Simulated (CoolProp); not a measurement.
Vapour-liquid equilibrium of isobutane (1) + R245fa (2) at 338.2 K; x and y are mole fractions of (1).

The numbers come from the multi-fluid Helmholtz-energy mixture model, Bücker 2006 and Akasaka 2015; pair parameters Bell 2016 in CoolProp.

```csv
x,"bubble pressure, mixture model (kPa)","bubble pressure, Raoult's law (kPa)","y, mixture model","y, Raoult's law"
0.05,654.7,554.9,0.199,0.088
0.2,892.2,621.2,0.453,0.314
0.35,1009,687.5,0.556,0.496
0.5,1069,753.9,0.621,0.647
0.65,1098,820.2,0.683,0.773
0.8,1094,886.5,0.767,0.880
0.95,1025,952.8,0.917,0.972
```

The largest gap from Raoult's law is +46.8 % in bubble pressure, at x = 0.35. y crosses x between x = 0.65 and 0.8: the model has an azeotrope there.

The pair parameters rest on a limited set of measurements; away from them the model extrapolates.
